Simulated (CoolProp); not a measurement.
Saturation properties of dimethyl carbonate (Tc = 283.9 °C, pc = 4909 kPa, ω = 0.346).

Computed with CoolProp (reference Helmholtz-energy equation of state, Zhou 2011).

| T (°C) | p (kPa) | liquid density (kg/m³) | enthalpy of vaporisation (kJ/kg) | liquid cp (kJ/(kg K)) |
|---|---|---|---|---|
| 118.55 | 232.2 | 932.3 | 355.1 | 2.035 |
| 123.15 | 262.0 | 925.3 | 351.6 | … |
| 127.75 | 294.8 | … | 348.0 | 2.062 |
| 132.35 | 330.7 | 911.1 | 344.4 | 2.076 |
| 136.95 | 369.8 | 903.9 | … | … |
| 141.55 | 412.3 | 896.6 | 337.0 | … |
| 146.15 | 458.6 | 889.2 | 333.1 | 2.120 |
| 150.65 | 507.5 | 881.9 | 329.3 | … |
| 155.25 | 561.6 | 874.3 | … | 2.151 |
| 159.85 | 619.9 | 866.6 | 321.3 | … |
| 164.45 | 682.8 | 858.8 | 317.1 | 2.185 |

Question: What belongs in the gaps?

Answer: 
- 123.15, liquid cp (kJ/(kg K)): 2.048
- 127.75, liquid density (kg/m³): 918.2
- 136.95, enthalpy of vaporisation (kJ/kg): 340.7
- 136.95, liquid cp (kJ/(kg K)): 2.091
- 141.55, liquid cp (kJ/(kg K)): 2.105
- 150.65, liquid cp (kJ/(kg K)): 2.135
- 155.25, enthalpy of vaporisation (kJ/kg): 325.3
- 159.85, liquid cp (kJ/(kg K)): 2.168

It boils at 90.1 °C under 1 atm.
